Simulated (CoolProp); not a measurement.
Vapour-liquid equilibrium of m-xylene (1) + o-xylene (2) at 23.4 kPa; x and y are mole fractions of (1).

Model: multi-fluid Helmholtz-energy mixture model, Zhou 2012 and Zhou 2012; pair parameters Bell 2016, in CoolProp.

```tsv
x	bubble temperature (K)	y at the bubble point	dew temperature at overall composition x (K)	liquid density (mol/L)
0.05	369.4	0.058	369.4	7.662
0.2	368.6	0.227	(withheld)	7.643
0.35	367.9	0.389	368.1	7.624
0.5	367.1	0.543	(withheld)	7.605
0.65	366.4	(withheld)	(withheld)	(withheld)
0.8	365.7	0.825	365.9	(withheld)
0.95	365.1	0.957	365.1	7.547
```

Fill in the missing entries.


- 0.2, dew temperature at overall composition x (K): 368.8
- 0.5, dew temperature at overall composition x (K): 367.4
- 0.65, y at the bubble point: 0.688
- 0.65, dew temperature at overall composition x (K): 366.6
- 0.65, liquid density (mol/L): 7.586
- 0.8, liquid density (mol/L): 7.566

No azeotrope shows between x = 0.05 and 0.95.

The pair parameters rest on a limited set of measurements; away from them the model extrapolates.
